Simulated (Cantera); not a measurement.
A perfectly stirred reactor is fed with C2H6 : H2 = 1 : 20 (molar parts), at 1.70 bar; it is held at 1573 K, and followed from long to short residence time.

Computed with Cantera and GRI-Mech 3.0 (53 species, 325 reactions). GRI-Mech 3.0 stops at C3 and has no aromatics, soot or wall deposition, so with more carbon than oxygen in the feed, carbon stays in small species such as C2H2 where larger ones or solid carbon would form.

What does this change do: H2 20 to 2.2 parts?


```tsv
quantity	before	after
x(C2H6) at τ = 18.0 s	2.07e-5	0.000135
x(H2) at τ = 18.0 s	0.921	0.703
x(C2H) at τ = 18.0 s	1.10e-9	1.41e-8
x(C2H4) at τ = 18.0 s	0.00256	0.0219
x(CH2) at τ = 18.0 s	1.27e-9	3.76e-9
x(C2H6) at τ = 18.0 ms	0.000247	0.00139
x(H2) at τ = 18.0 ms	0.936	0.712
x(C2H) at τ = 18.0 ms	4.85e-9	3.34e-8
x(C2H4) at τ = 18.0 ms	0.00625	0.0314
x(CH2) at τ = 18.0 ms	4.52e-9	1.91e-8
```
